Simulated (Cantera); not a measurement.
A closed system holds: 1 mol CH3OH, 1.4 mol CO2, held at 2373.15 K and 1.20 Torr.

Equilibrium computed with Cantera from the NASA thermochemical tables; the gas is ideal and each condensed phase is pure. Candidate condensed phases: C, C6H6, C7H8, C8H18, H2O; 110 gas species. Kinetics and transport are ignored.

Base state: CO 0.418, H2 0.162, H2O 0.162, H 0.141, CO2 0.0715, OH 0.0250, O 0.0146, O2 0.00603 (mole fractions); condensed: gas only.

### Question
What changes in the equilibrium state with this change: pressure from 1.20 Torr to 750 Torr?

### Answer
```csv
species,before,after
CO,0.418,0.459
H2O,0.162,0.232
H2,0.162,0.217
H,0.141,0.00651
O,0.0146,2.49e-5
OH,0.0250,0.00123
CO2,0.0715,0.0840
O2,0.00603,1.10e-5
```
